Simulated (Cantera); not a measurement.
An adiabatic, constant-pressure homogeneous reactor starts with CH₄ : O₂ : N₂ : CO₂ = 1 : 2 : 7.52 : 0.35 (molar parts), equivalence ratio 1.0, at 1425 K and 18.8 atm. Integrator tolerance rtol = 1e-08.

Computed with Cantera and GRI-Mech 3.0 (53 species, 325 reactions). The pressure lies above the range GRI-Mech 3.0 was tuned for (to about 10 atm).

### Question
What does this change do: initial temperature 1425 to 1075 K?

### Answer
| quantity | before | after |
|---|---|---|
| time of steepest temperature rise | 0.224 ms | 12.7 ms |
| temperature at 0.400 s | 2832 K | 2650 K |
| equilibrium temperature | 2832 K | 2650 K |
| x(CH₄) at 0.400 s | <1e-12 (gas-phase equilibrium <1e-12) | <1e-12 (gas-phase equilibrium <1e-12) |
| x(O₂) at 0.400 s | 0.0126 (gas-phase equilibrium 0.0126) | 0.00827 (gas-phase equilibrium 0.00827) |
| x(CO₂) at 0.400 s | 0.0893 (gas-phase equilibrium 0.0893) | 0.102 (gas-phase equilibrium 0.102) |
| x(HCN) at 0.400 s | 4.72e-9 (gas-phase equilibrium 4.72e-9) | 1.42e-9 (gas-phase equilibrium 1.42e-9) |
| x(HCO) at 0.400 s | 1.07e-7 (gas-phase equilibrium 1.07e-7) | 3.45e-8 (gas-phase equilibrium 3.45e-8) |
| x(C₂H₄) at 0.400 s | <1e-12 (gas-phase equilibrium <1e-12) | <1e-12 (gas-phase equilibrium <1e-12) |

### Question
What does this change do: pressure from 18.8 atm to 9.87 atm?

### Answer
```
quantity                                                            before                                    after
---------------------------------  ---------------------------------------  ---------------------------------------
time of steepest temperature rise                                 0.224 ms                                 0.414 ms
temperature at 0.400 s                                              2832 K                                   2797 K
equilibrium temperature                                             2832 K                                   2797 K
x(CH₄) at 0.400 s                    <1e-12 (gas-phase equilibrium <1e-12)    <1e-12 (gas-phase equilibrium <1e-12)
x(O₂) at 0.400 s                     0.0126 (gas-phase equilibrium 0.0126)    0.0141 (gas-phase equilibrium 0.0141)
x(CO₂) at 0.400 s                    0.0893 (gas-phase equilibrium 0.0893)    0.0862 (gas-phase equilibrium 0.0862)
x(HCN) at 0.400 s                  4.72e-9 (gas-phase equilibrium 4.72e-9)  3.24e-9 (gas-phase equilibrium 3.24e-9)
x(HCO) at 0.400 s                  1.07e-7 (gas-phase equilibrium 1.07e-7)  8.23e-8 (gas-phase equilibrium 8.23e-8)
x(C₂H₄) at 0.400 s                   <1e-12 (gas-phase equilibrium <1e-12)    <1e-12 (gas-phase equilibrium <1e-12)
```
